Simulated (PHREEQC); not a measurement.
# Brine: an equilibrium model

Solution (20 °C): 1.1 mol CaCl2 and 0.01 mol Na2B4O7 per kg of water. Closed to the air; pH follows from the charge balance.

Model: Pitzer model, pitzer.dat, run in PHREEQC.

Each row changes one thing in this solution. Precipitation was switched off in this run.

```tsv
case	pH	SI of Portlandite (Ca(OH)2)
as made	7.59	-8.31
Na2B4O7 from 0.01 to 0.015 mol/kgw	7.60	-8.30
Na2B4O7 left out	6.45	___
Na2B4O7 from 0.01 to 0.005 mol/kgw	7.59	___
```

Task: Some entries are withheld; supply them.

Result: 
- Na2B4O7 left out, SI of Portlandite (Ca(OH)2): -10.61
- Na2B4O7 from 0.01 to 0.005 mol/kgw, SI of Portlandite (Ca(OH)2): -8.32

In brines, pH and single-ion activities rest on the MacInnes convention.
